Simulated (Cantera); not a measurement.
What does this Cantera script print?

```python
import numpy as np
import cantera as ct

gas = ct.Solution("gri30.yaml")
gas.TPX = 1448, 110000, {'CH3OH': 0.019, 'O2': 0.018, 'N2': 1}
reactor = ct.IdealGasConstPressureReactor(gas, energy="off", clone=False)
net = ct.ReactorNet([reactor])
net.rtol, net.atol = 1e-08, 1e-18
show = ['CH3OH', 'O2', 'N2O', 'CH3', 'O', 'C2H4', 'NO']
times = np.geomspace(0.0008, 20, 12)

steps = ct.SolutionArray(gas, extra=["t"])
rows = []
print(f"{'t/s':>10s}{'T/K':>9s}{'P/Pa':>11s}" + "".join(f"{s:>11s}" for s in show))
for t in times:
    while net.time < t:
        t_next = net.step()
        steps.append(gas.state, t=t_next)
    rows.append([np.interp(t, steps.t, y) for y in (steps.T, steps.P, *steps(*show).X.T)])
    print(f"{t:10.3e}{rows[-1][0]:9.1f}{rows[-1][1]:11.4g}" + "".join(f"{x:11.3e}" for x in rows[-1][2:]))
rate = np.gradient(steps.T, steps.t)
print("integrator steps:", len(steps.t))
if steps.T.max() > steps.T[0] + 200:
    print(f"time of steepest temperature rise: {steps.t[rate.argmax()]:.4e} s")
gas.TPX = 1448, 110000, {'CH3OH': 0.019, 'O2': 0.018, 'N2': 1}
gas.equilibrate("TP")
print(f"equilibrium (TP): T = {gas.T:.1f} K  " + "  ".join(f"{s} {gas[s].X[0]:.3e}" for s in show))
```

Result:

```
       t/s      T/K       P/Pa      CH3OH         O2        N2O        CH3          O       C2H4         NO
 8.000e-04   1448.0    1.1e+05  3.809e-03  1.134e-02  4.979e-08  9.963e-07  1.797e-06  8.093e-08  6.001e-10
 2.009e-03   1448.0    1.1e+05  7.304e-15  1.017e-04  6.569e-09  7.774e-13  7.717e-05  1.903e-20  3.970e-06
 5.043e-03   1448.0    1.1e+05  4.449e-15  5.457e-06  1.441e-09  4.315e-13  4.572e-06  5.761e-20  4.233e-06
 1.266e-02   1448.0    1.1e+05  2.698e-15  6.080e-07  5.719e-10  2.169e-13  5.150e-07  1.083e-19  4.211e-06
 3.179e-02   1448.0    1.1e+05  1.756e-15  8.213e-08  5.719e-10  1.132e-13  6.950e-08  1.495e-19  4.112e-06
 7.983e-02   1448.0    1.1e+05  1.221e-15  1.163e-08  1.087e-09  5.527e-14  9.786e-09  1.708e-19  3.906e-06
 2.004e-01   1448.0    1.1e+05  9.347e-16  1.647e-09  1.642e-09  2.413e-14  1.375e-09  1.719e-19  3.511e-06
 5.032e-01   1448.0    1.1e+05  8.023e-16  2.463e-10  1.408e-09  1.007e-14  2.064e-10  1.613e-19  2.896e-06
 1.264e+00   1448.0    1.1e+05  7.420e-16  4.538e-11  6.955e-10  4.574e-15  3.902e-11  1.458e-19  2.174e-06
 3.173e+00   1448.0    1.1e+05  7.088e-16  1.289e-11  2.421e-10  2.623e-15  1.153e-11  1.269e-19  1.440e-06
 7.966e+00   1448.0    1.1e+05  6.908e-16  6.503e-12  6.205e-11  2.085e-15  5.925e-12  1.013e-19  7.444e-07
 2.000e+01   1448.0    1.1e+05  6.826e-16  4.630e-12  1.201e-11  2.156e-15  4.215e-12  6.575e-20  2.850e-07
integrator steps: 3204
equilibrium (TP): T = 1448.0 K  CH3OH 7.212e-16  O2 4.233e-12  N2O 3.332e-13  CH3 7.775e-15  O 3.851e-12  C2H4 3.382e-20  NO 4.649e-09
```

Model: GRI-Mech 3.0 (53 species, 325 reactions), integrated in Cantera. GRI-Mech 3.0 was tuned for natural gas; its chemistry of methanol as a main component is partial and can be far from experiment. The temperature is held fixed by assumption; the heat of reaction is taken as removed at once.
